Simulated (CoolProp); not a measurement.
A simple Rankine cycle with chlorine: condensing at 327.15 K, boiler at 3.84 MPa, turbine inlet 377.6 K, turbine efficiency 0.6, pump efficiency 0.7, no recuperator. Each further row changes one setting.

The numbers come from the reference Helmholtz-energy equation of state, Thol 2021 in CoolProp.

```
case                             thermal efficiency (%)  net work (kJ/kg)  heat in (kJ/kg)  turbine exit temperature (K)  volume ratio over the turbine
-------------------------------  ----------------------  ----------------  ---------------  ----------------------------  -----------------------------
as stated                                           6.0              13.3              223                         327.1                           2.33
turbine inlet 397.6 K                               6.2              15.0              241                         332.1                           2.20
condensing temperature 319.15 K                     7.0                 ?                ?                         319.2                           2.77
boiler pressure 2.69 MPa                            4.0              9.66              241                             ?                           1.60
turbine efficiency 0.5                              4.8                 ?              223                         327.1                           2.36
```

Q: What belongs in the gaps?

A: 
- condensing temperature 319.15 K, net work (kJ/kg): 16.2
- condensing temperature 319.15 K, heat in (kJ/kg): 231
- boiler pressure 2.69 MPa, turbine exit temperature (K): 340.4
- turbine efficiency 0.5, net work (kJ/kg): 10.7

The expansion ends wet for: as stated; condensing temperature 319.15 K; turbine efficiency 0.5.
